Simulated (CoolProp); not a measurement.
trans-2-butene along the isotherm 525 K: fugacity coefficient from the reference equation and from simpler models built on Tc = 428.6 K, pc = 4019 kPa, ω = 0.210; each cubic takes its own stable root.

The numbers come from the reference Helmholtz-energy equation of state, Lemmon 2005 in CoolProp. It is a short technical equation, of lower accuracy than the large ones.

| p (kPa) | phase | reference | Redlich-Kwong | Peng-Robinson |
|---|---|---|---|---|
| 31.8 | gas | 0.9986 | 0.9985 | 0.9984 |
| 53.6 | gas | 0.9977 | 0.9975 | 0.9974 |
| 90.5 | gas | 0.9960 | 0.9958 | 0.9955 |
| 153 | gas | 0.9933 | 0.9929 | 0.9925 |
| 258 | gas | 0.9887 | 0.9881 | 0.9874 |
| 435 | gas | 0.9811 | 0.9799 | 0.9788 |
| 734 | gas | 0.9682 | 0.9663 | 0.9644 |
| 1240 | gas | 0.9467 | 0.9435 | 0.9406 |
| 2090 | gas | 0.9112 | 0.9060 | 0.9019 |
| 3530 | gas | 0.8531 | 0.8449 | 0.8401 |
| 5950 | supercritical | 0.7621 | 0.7493 | 0.7469 |
| 10000 | supercritical | 0.6358 | 0.6199 | 0.6257 |
